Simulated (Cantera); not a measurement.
Charge: 1 mol B, 0.038 mol HCl, 1.8 mol N2, at 975 K and 7.30 bar.

These are equilibrium values from Cantera (NASA tables, ideal gas, pure condensed phases), not measurements of a reactor. Candidate condensed phases: B, BN, NH4Cl; 21 gas species. N2 is the only nitrogen source here; it is nearly inert below about 1500 K, so the nitride shown seldom forms there in practice. Equilibrium is a limit: real reactors are often held back by kinetics, nucleation or transport.

Base state: N2 0.972, HCl 0.0283, H2 6.22e-5, BCl3 4.15e-5 (mole fractions); condensed: BN(s).

Q: What changes in the equilibrium state with this change: HCl from 0.038 to 1.3 mol?

A: 
| species | before | after |
|---|---|---|
| N2 | 0.972 | 0.501 |
| HCl | 0.0283 | 0.496 |
| H2 | 6.22e-5 | 0.00221 |
| BCl3 | 4.15e-5 | 0.00147 |
| BN(s), mol | 1.000 | 0.996 |
Gases not in the tables: BHCl2.
